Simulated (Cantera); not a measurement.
A Cantera script and its output.

```python
import numpy as np
import cantera as ct

gas = ct.Solution("gri30.yaml")
gas.TPX = 1075, 500000, {'CH4': 1, 'O2': 1.33, 'N2': 14.7, 'H2O': 1.1}
reactor = ct.IdealGasReactor(gas, energy="on", clone=False)
net = ct.ReactorNet([reactor])
net.rtol, net.atol = 1e-08, 1e-16
show = ['CH4', 'O2', 'H2O', 'HO2', 'NO2']
times = np.geomspace(2e-06, 1, 12)

steps = ct.SolutionArray(gas, extra=["t"])
rows = []
print(f"{'t/s':>10s}{'T/K':>9s}{'P/Pa':>11s}" + "".join(f"{s:>11s}" for s in show))
for t in times:
    while net.time < t:
        t_next = net.step()
        steps.append(gas.state, t=t_next)
    rows.append([np.interp(t, steps.t, y) for y in (steps.T, steps.P, *steps(*show).X.T)])
    print(f"{t:10.3e}{rows[-1][0]:9.1f}{rows[-1][1]:11.4g}" + "".join(f"{x:11.3e}" for x in rows[-1][2:]))
rate = np.gradient(steps.T, steps.t)
print("integrator steps:", len(steps.t))
if steps.T.max() > steps.T[0] + 200:
    print(f"time of steepest temperature rise: {steps.t[rate.argmax()]:.4e} s")
gas.TPX = 1075, 500000, {'CH4': 1, 'O2': 1.33, 'N2': 14.7, 'H2O': 1.1}
gas.equilibrate("UV")
print(f"equilibrium (UV): T = {gas.T:.1f} K  " + "  ".join(f"{s} {gas[s].X[0]:.3e}" for s in show))
```

Output:

```
       t/s      T/K       P/Pa        CH4         O2        H2O        HO2        NO2
 2.000e-06   1075.0      5e+05  5.516e-02  7.336e-02  6.067e-02  1.325e-10  5.862e-34
 6.594e-06   1075.0      5e+05  5.516e-02  7.336e-02  6.067e-02  4.363e-10  6.007e-32
 2.174e-05   1075.0      5e+05  5.516e-02  7.336e-02  6.067e-02  1.433e-09  5.548e-30
 7.166e-05   1075.0      5e+05  5.516e-02  7.336e-02  6.067e-02  4.671e-09  5.421e-28
 2.363e-04   1075.0      5e+05  5.516e-02  7.336e-02  6.067e-02  1.481e-08  6.187e-26
 7.789e-04   1075.0      5e+05  5.516e-02  7.336e-02  6.067e-02  4.294e-08  7.535e-24
 2.568e-03   1075.0      5e+05  5.516e-02  7.336e-02  6.067e-02  9.071e-08  9.722e-22
 8.465e-03   1075.0      5e+05  5.515e-02  7.335e-02  6.068e-02  1.199e-07  6.022e-20
 2.791e-02   1075.2  5.001e+05  5.513e-02  7.334e-02  6.070e-02  2.201e-07  2.141e-18
 9.201e-02   1076.9  5.009e+05  5.489e-02  7.317e-02  6.089e-02  8.678e-07  2.709e-16
 3.033e-01   1927.6  9.297e+05  1.011e-10  2.790e-08  1.246e-01  2.840e-11  7.401e-12
 1.000e+00   1927.7  9.298e+05  1.011e-10  2.791e-08  1.246e-01  2.840e-11  5.831e-12
integrator steps: 2629
time of steepest temperature rise: 1.7960e-01 s
equilibrium (UV): T = 1927.7 K  CH4 1.131e-10  O2 2.791e-08  H2O 1.246e-01  HO2 2.840e-11  NO2 4.932e-12
```

Model: GRI-Mech 3.0 (53 species, 325 reactions), integrated in Cantera.
